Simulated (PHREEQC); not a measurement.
## Copper plating or etch bath: speciation

Consider water at 20 °C with 42 mmol/kgw Cu(NO3)2, 0.058 mmol/kgw HNO3 and 5.8 mmol/kgw NaCl. Closed to the air; pH follows from the charge balance.

The numbers come from PHREEQC with the ion-association model, phreeqc.dat.

pH: 4.23
ionic strength: 0.132 mol/kgw
specific conductance: 7640 µS/cm
density: 1.005 g/cm³
total alkalinity: -0.0580 meq/kg

```json
[
 {"species": "NO3-", "molality": "0.0841", "activity": "0.0616", "log γ": "-0.135"},
 {"species": "Cu+2", "molality": "0.0418", "activity": "0.0156", "log γ": "-0.428"},
 {"species": "Na+", "molality": "0.00580", "activity": "0.00447", "log γ": "-0.113"},
 {"species": "Cl-", "molality": "0.00562", "activity": "0.00420", "log γ": "-0.126"},
 {"species": "CuCl+", "molality": "0.000183", "activity": "0.000138", "log γ": "-0.124"},
 {"species": "H+", "molality": "7.23e-5", "activity": "5.89e-5", "log γ": "-0.089"}
]
```

No solid was allowed to form.
